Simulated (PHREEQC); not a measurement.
Dissolve 0.00022 mol Ca(OH)2, 7.5e-05 mol Ag2SO4 and 0.0027 mol CdSO4 per kg of water at 20 °C. Closed to the air; pH follows from the charge balance.

All values are PHREEQC results (ion-association model, wateq4f.dat), not measurements.

| Quantity | Result |
|---|---|
| pH | 9.55 |
| ionic strength | 0.00865 mol/kgw |
| total alkalinity | 0.440 meq/kg |

```
species  molality  activity   log γ
-------  --------  --------  ------
SO4-2     0.00219   0.00150  -0.164
Cd+2      0.00182   0.00124  -0.167
CdSO4    0.000519  0.000520   0.001
CdOH+    0.000273  0.000248  -0.042
Ca+2     0.000184  0.000127  -0.162
Ag+      0.000146  0.000132  -0.042
Cd(OH)2   6.81e-5   6.82e-5   0.001
CaSO4     3.61e-5   3.62e-5   0.001
```

This is a speciation only: nothing precipitates in the calculation. The solution is supersaturated, for example in Cd(OH)2, so a real one may precipitate; this is no full list. Species that the database lacks are ignored.
